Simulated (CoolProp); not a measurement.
The numbers come from the reference Helmholtz-energy equation of state, Thol 2012 in CoolProp.

Problem. Give the vapour pressure (MPa), liquid viscosity (µPa s), liquid conductivity (mW/(m K)) of saturated benzene at 355.9 K.

Solution. 
| T (K) | p (MPa) | liquid viscosity (µPa s) | liquid conductivity (mW/(m K)) |
|---|---|---|---|
| 355.9 | 0.110 | 311 | 123 |

Viscosity comes from a separate model (Avgeri 2014). Thermal conductivity comes from a separate model (Assael 2012).
